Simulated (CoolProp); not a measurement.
A closed Brayton cycle with nitrogen: compressor inlet 319.15 K and 1.4 MPa, high pressure 3.27 MPa, turbine inlet 930 K, compressor efficiency 0.8, turbine efficiency 0.85, recuperator effectiveness 0.9 (on enthalpy, no pinch check). Each further row changes one setting.

Model: reference Helmholtz-energy equation of state, Span 2000, in CoolProp.

```
case                           thermal efficiency (%)  net work (kJ/kg)  compressor to turbine work  compressor exit (K)  turbine exit (K)
-----------------------------  ----------------------  ----------------  --------------------------  -------------------  ----------------
as stated                                         [?]              65.8                        0.63                428.7             772.6
turbine inlet 880 K                              27.4               [?]                        0.67                428.7             729.7
compressor inlet 329.15 K                        28.6              62.1                         [?]                442.0             772.6
high pressure 2.78 MPa                           30.3              58.4                        0.61                  [?]             800.4
recuperator effectiveness 0.5                    17.9              65.8                        0.63                428.7             772.6
```

Q: Fill in the missing entries.

A: 
- as stated, thermal efficiency (%): 30.1
- turbine inlet 880 K, net work (kJ/kg): 55.9
- compressor inlet 329.15 K, compressor to turbine work: 0.66
- high pressure 2.78 MPa, compressor exit (K): 405.6
